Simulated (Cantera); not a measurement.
Input: 1 mol SiH₄, 9.3 mol H₂, equilibrated at 2077 °C and 80.0 mbar.

Equilibrium computed with Cantera from the NASA thermochemical tables; the gas is ideal and each condensed phase is pure. Candidate condensed phases: Si; 9 gas species. Gases not in the tables: Si₂H₆ and higher silanes. Equilibrium is a limit: real reactors are often held back by kinetics, nucleation or transport.

Problem. What is the equilibrium state?

Solution. 
* **x(H₂)**: 0.937
* **x(H)**: 0.0427
* **x(Si)**: 0.0180
* **x(SiH)**: 0.00166
* **x(SiH₂)**: 0.000539
* **x(Si₂)**: 0.000378
* **x(Si₃)**: 6.93e-5
* **n(Si(l))**: 0.751 mol
* **gas amount**: 11.78 mol
